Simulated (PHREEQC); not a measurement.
Make-up at 25 °C: 0.069 mol NaHF2, 7.8e-05 mol NH4HF2 and 0.00013 mol (NH4)2SiF6 per kg of water. Closed to the air; pH follows from the charge balance.

All values are PHREEQC results (ion-association model, phreeqc.dat), not measurements.

Q: The ionic strength comes out as 0.0691 mol/kgw. What activity coefficients do HF2-, SiF6-2, Na+, F-, NH4+ get?

A: HF2- 0.80, SiF6-2 0.42, Na+ 0.81, F- 0.79, NH4+ 0.78.

No solid was allowed to form. SiF6-2 is the database's only silicon fluoride.
